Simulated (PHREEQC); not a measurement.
Dissolve 0.0018 mol HF, 0.0077 mol NH4F and 0.00025 mol H2SO4 per kg of water at 25 °C. Closed to the air; pH follows from the charge balance.

The numbers come from PHREEQC with the ion-association model, phreeqc.dat.

Each row changes one thing in this solution. Precipitation was switched off in this run.

| case | pH | ionic strength (mol/kgw) | HF (mol/kgw) | HF2- (mol/kgw) | HSO4- (mol/kgw) | NH3 (mol/kgw) |
|---|---|---|---|---|---|---|
| as made | 3.69 | 0.00813 | 0.00202 | 5.71e-5 | 3.44e-6 | 1.96e-8 |
| HF left out | 4.35 | 0.00797 | 0.000439 | 1.22e-5 | 7.69e-7 | 8.90e-8 |
| temperature from 25 to 10 °C | 3.60 | 0.00819 | 0.00197 | 4.86e-5 | 3.20e-6 | 5.13e-9 |
| temperature from 25 to 20 °C | 3.66 | 0.00815 | 0.00200 | 5.45e-5 | 3.35e-6 | 1.27e-8 |
| HF from 0.0018 to 0.00198 mol/kgw | 3.66 | 0.00815 | 0.00218 | 6.17e-5 | 3.70e-6 | 1.82e-8 |
| temperature from 25 to 55 °C | 3.92 | 0.00805 | 0.00210 | 6.67e-5 | 4.17e-6 | 2.22e-7 |
| HF from 0.0018 to 0.00018 mol/kgw | 4.22 | 0.00798 | 0.000597 | 1.66e-5 | 1.04e-6 | 6.56e-8 |
| temperature from 25 to 15 °C | 3.63 | 0.00817 | 0.00199 | 5.17e-5 | 3.27e-6 | 8.11e-9 |
| H2SO4 replaced by (NH4)2SO4 at the same molality | 3.83 | 0.00858 | 0.00159 | 4.76e-5 | 2.53e-6 | 2.81e-8 |

Species that the database lacks are ignored. Constants without temperature data keep their 25 °C values here.
